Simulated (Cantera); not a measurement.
Cantera run:

```python
import numpy as np
import cantera as ct

gas_names = [...]  # 136 gases of nasa_gas.yaml made of C, H, N, O
cond_names = """
    C(gr) C6H6(L) C7H8(L) C8H18(L),n-octa H2O(s) H2O(L)
""".split()


# ... load() reads the species with a 1 bar reference pressure and builds the phases ...
atoms = {
    'C3H8': {'C': 3, 'H': 8},
    'NH3': {'N': 1, 'H': 3},
    'H2': {'H': 2},
    'H2O': {'H': 2, 'O': 1},
}
top_T = {'C(gr)': 4500}  # K; cautious upper limits of use, not melting points


# ... equilibrate(T, P, feed) seeds the gas with the atoms and calls Mixture.equilibrate('TP', solver="vcs", rtol=1e-11, max_steps=5000) ...
results = []
feed = {'C3H8': 1, 'NH3': 0.065, 'H2': 2.1, 'H2O': 1.6}  # mol
P = 220  # Pa
for T in [1248, 1398, 1548, 1698, 1848, 1998, 2148, 2298, 2448, 2598]:
    mix = equilibrate(T, P, feed)
    results.append((T, P, feed, dict(zip(mix.species_names, mix.species_moles))))
    x = sorted(zip(gas.X, gas.species_names), reverse=True)
    print(f"T = {T:g} K  P = {P:g} Pa  gas = {mix.phase_moles(0):.4g} mol")
    print("   x: " + "  ".join(f"{s} {v:.3e}" for v, s in x if v > 1e-05))
    print("   condensed (mol): " + ("  ".join(f"{mix.phase(i).name} {mix.phase_moles(i):.4g}"
          for i in range(1, mix.n_phases) if mix.phase_moles(i) > 1e-12) or "none"))
```

Output:

```
T = 1248 K  P = 220 Pa  gas = 9.43 mol
   x: H2 8.269e-01  CO 1.697e-01  N2 3.443e-03  CH4 1.677e-05
   condensed (mol): C(gr) 1.4
T = 1398 K  P = 220 Pa  gas = 9.43 mol
   x: H2 8.268e-01  CO 1.697e-01  N2 3.433e-03  H 9.173e-05  HCN 2.601e-05
   condensed (mol): C(gr) 1.4
T = 1548 K  P = 220 Pa  gas = 9.433 mol
   x: H2 8.263e-01  CO 1.696e-01  N2 3.406e-03  H 5.968e-04  HCN 7.784e-05  C2H2,acetylene 1.297e-05
   condensed (mol): C(gr) 1.399
T = 1698 K  P = 220 Pa  gas = 9.443 mol
   x: H2 8.242e-01  CO 1.694e-01  N2 3.344e-03  H 2.799e-03  HCN 1.902e-04  C2H2,acetylene 5.939e-05
   condensed (mol): C(gr) 1.397
T = 1848 K  P = 220 Pa  gas = 9.478 mol
   x: H2 8.171e-01  CO 1.688e-01  H 1.022e-02  N2 3.223e-03  HCN 3.957e-04  C2H2,acetylene 2.104e-04  HNC 1.668e-05
   condensed (mol): C(gr) 1.392
T = 1998 K  P = 220 Pa  gas = 9.576 mol
   x: H2 7.980e-01  CO 1.671e-01  H 3.055e-02  N2 3.014e-03  HCN 7.175e-04  C2H2,acetylene 6.049e-04  HNC 4.063e-05
   condensed (mol): C(gr) 1.381
T = 2148 K  P = 220 Pa  gas = 9.809 mol
   x: H2 7.543e-01  CO 1.631e-01  H 7.718e-02  N2 2.698e-03  C2H2,acetylene 1.445e-03  HCN 1.144e-03  HNC 8.343e-05
   condensed (mol): C(gr) 1.359
T = 2298 K  P = 220 Pa  gas = 10.29 mol
   x: H2 6.704e-01  H 1.672e-01  CO 1.555e-01  C2H2,acetylene 2.868e-03  N2 2.279e-03  HCN 1.596e-03  HNC 1.451e-04  C2H 3.215e-05  CN 1.687e-05
   condensed (mol): C(gr) 1.322
T = 2448 K  P = 220 Pa  gas = 11.17 mol
   x: H2 5.368e-01  H 3.110e-01  CO 1.432e-01  C2H2,acetylene 4.642e-03  HCN 1.931e-03  N2 1.807e-03  HNC 2.127e-04  C2H 1.725e-04  C3 9.883e-05  CN 6.009e-05  C 3.645e-05  C4H2 1.655e-05
   condensed (mol): C(gr) 1.263
T = 2598 K  P = 220 Pa  gas = 12.54 mol
   x: H 4.925e-01  H2 3.681e-01  CO 1.276e-01  C2H2,acetylene 5.923e-03  HCN 2.010e-03  N2 1.366e-03  C3 9.781e-04  C2H 6.947e-04  C 2.765e-04  HNC 2.623e-04  CN 1.777e-04  C2 9.182e-05  C4H2 3.949e-05
   condensed (mol): C(gr) 1.158
```

These are equilibrium values from Cantera (NASA tables, ideal gas, pure condensed phases), not measurements of a reactor.
